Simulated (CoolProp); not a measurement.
Vapour pressure (MPa) of C2F6 (R116): the reference equation beside estimates from Tc = 293.0 K, pc = 3.048 MPa, ω = 0.257. Clausius-Clapeyron is anchored at 208.1 K with a constant enthalpy of vaporisation of 15.33 kJ/mol.

Computed with CoolProp (reference Helmholtz-energy equation of state, Lemmon 2006). It is a short technical equation, of lower accuracy than the large ones.

| T (K) | reference | Lee-Kesler | Clausius-Clapeyron | Redlich-Kwong | Peng-Robinson |
|---|---|---|---|---|---|
| 178.8 | 0.03852 | 0.03784 | 0.04549 | 0.07430 | 0.03881 |
| 183 | 0.05042 | 0.04970 | 0.05763 | 0.09388 | 0.05064 |
| 187.2 | 0.06506 | 0.06435 | 0.07224 | 0.1171 | 0.06519 |
| 191.4 | 0.08288 | 0.08223 | 0.08967 | 0.1444 | 0.08287 |
| 195.6 | 0.1043 | 0.1038 | 0.1103 | 0.1761 | 0.1041 |
| 199.8 | 0.1298 | 0.1295 | 0.1344 | 0.2126 | 0.1294 |
| 203.9 | 0.1592 | 0.1591 | 0.1618 | 0.2533 | 0.1586 |
| 208.1 | 0.1943 | 0.1945 | 0.1943 | 0.3006 | 0.1934 |
| 212.3 | 0.2350 | 0.2356 | 0.2315 | 0.3539 | 0.2339 |
| 216.5 | 0.2819 | 0.2829 | 0.2739 | 0.4136 | 0.2805 |
| 220.7 | 0.3356 | 0.3371 | 0.3221 | 0.4801 | 0.3340 |
| 224.9 | 0.3966 | 0.3986 | 0.3765 | 0.5538 | 0.3949 |
| 229.1 | 0.4656 | 0.4681 | 0.4376 | 0.6351 | 0.4639 |
| 233.3 | 0.5432 | 0.5462 | 0.5058 | 0.7243 | 0.5417 |

Absolute difference from the reference over all 14 rows, mean and median: Lee-Kesler 0.6 and 0.5 %, Clausius-Clapeyron 6.3 and 5.4 %, Redlich-Kwong 59.2 and 56.9 %, Peng-Robinson 0.4 and 0.4 %.
